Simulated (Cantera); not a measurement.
Equilibrium for boron, boron nitride and boron oxide: borazine + O2 + N2

Charge: 1 mol borazine, a varied amount of O2, 140 mol N2, at 2200 K and 1.33 mbar.

Cantera equilibrium calculation (NASA polynomials, part measured and part estimated; ideal gas, pure solids and liquids). Candidate condensed phases: B, BN, B2O3, B3O3H3, H2O; 39 gas species. The feed counts by its element totals alone. The tables' values for BH2 are old estimates; treat these amounts as uncertain. Kinetics and transport are ignored.

From 0.69 mol O2 to 1.2 mol O2 the condensed part is B(s). From 1.5 mol O2 to 3.3 mol O2 nothing is condensed. The main B-bearing gas is BO at 0.69 mol O2 and HBO2 at 3.3 mol O2.

| n(O2) (mol) | x N2 | x BO | x H | x H2 | x HBO2 | x H2O | n B(s) |
|---|---|---|---|---|---|---|---|
| 0.69 | 0.960 | 0.00858 | 0.0167 | 0.0117 | 1.01e-8 | 2.50e-9 | 1.28 |
| 0.9 | 0.957 | 0.0111 | 0.0166 | 0.0116 | 1.70e-8 | 3.22e-9 | 0.848 |
| 1.2 | 0.954 | 0.0147 | 0.0165 | 0.0115 | 2.95e-8 | 4.21e-9 | 0.234 |
| 1.5 | 0.952 | 0.0187 | 0.0165 | 0.0114 | 6.75e-6 | 7.55e-7 | 0 |
| 2 | 0.956 | 0.0112 | 0.0156 | 0.0102 | 0.00291 | 0.000511 | 0 |
| 2.6 | 0.958 | 0.00562 | 0.0136 | 0.00782 | 0.00654 | 0.00201 | 0 |
| 3.3 | 0.957 | 0.00292 | 0.0112 | 0.00523 | 0.00893 | 0.00433 | 0 |
x: gas mole fraction; n: condensed amount in mol.
